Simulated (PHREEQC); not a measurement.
Consider water at 75 °C with 0.14 mol HF, 0.043 mol K2HPO4 and 0.27 mol KCl per kg of water. Closed to the air; pH follows from the charge balance.

Computed with PHREEQC (ion-association model, phreeqc.dat).

No solid was allowed to form.

**Question.** Order these F species by the share of F that they hold, largest first: HF, HF2-, F-.

**Answer.** HF (56 %), F- (27 %), HF2- (18 %)

The pH is 3.04 and the ionic strength 0.357 mol/kgw. Constants without temperature data keep their 25 °C values here.
